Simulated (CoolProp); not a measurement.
Hexamethyldisiloxane (MM) along the isotherm 620 K: density (kg/m³) from the reference equation and from simpler models built on Tc = 518.7 K, pc = 1.931 MPa, ω = 0.418; each cubic takes its own stable root.

The numbers come from the reference Helmholtz-energy equation of state, Thol 2016 in CoolProp.

| p (MPa) | phase | reference | van der Waals | Peng-Robinson |
|---|---|---|---|---|
| 1.07 | gas | 37.67 | 38.07 | 37.89 |
| 2.15 | supercritical | 85.59 | 91.09 | 86.60 |
| 3.22 | supercritical | 144.9 | 174.4 | 146.7 |
| 4.29 | supercritical | 215.3 | 250.1 | 212.7 |
| 5.36 | supercritical | 283.1 | 288.9 | 272.2 |
| 6.44 | supercritical | 333.2 | 313.5 | 320.5 |
| 7.51 | supercritical | 367.7 | 331.1 | 358.6 |
| 8.58 | supercritical | 393.0 | 345.0 | 389.5 |
| 9.66 | supercritical | 413.1 | 356.6 | 415.6 |
